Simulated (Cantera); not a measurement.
A perfectly stirred reactor is fed with C2H6 : N2 = 1 : 4.2 (molar parts), at 60000 Pa; it is held at 1423 K, and followed from long to short residence time.

Detailed kinetics in Cantera: GRI-Mech 3.0 (53 species, 325 reactions). GRI-Mech 3.0 stops at C3 and has no aromatics, soot or wall deposition, so with more carbon than oxygen in the feed, carbon stays in small species such as C2H2 where larger ones or solid carbon would form.

```tsv
quantity	before	after
x(C2H6) at τ = 0.570 s	0.000476	0.000286
x(HCN) at τ = 0.570 s	2.81e-9	9.19e-9
x(C2H) at τ = 0.570 s	8.27e-9	1.63e-8
x(CH3) at τ = 0.570 s	5.90e-5	8.12e-5
x(C2H4) at τ = 0.570 s	0.0128	0.00770
x(C2H6) at τ = 35.0 ms	0.00353	0.00215
x(HCN) at τ = 35.0 ms	2.89e-9	9.42e-9
x(C2H) at τ = 35.0 ms	1.68e-8	3.52e-8
x(CH3) at τ = 35.0 ms	0.000155	0.000215
x(C2H4) at τ = 35.0 ms	0.0300	0.0185
```

Q: Name the change that produced these shifts.
A. temperature 1423 to 1573 K
B. temperature 1423 to 1473 K
C. temperature 1423 to 1225 K
D. pressure from 60000 Pa to 98.0 Pa

A: B, temperature 1423 to 1473 K
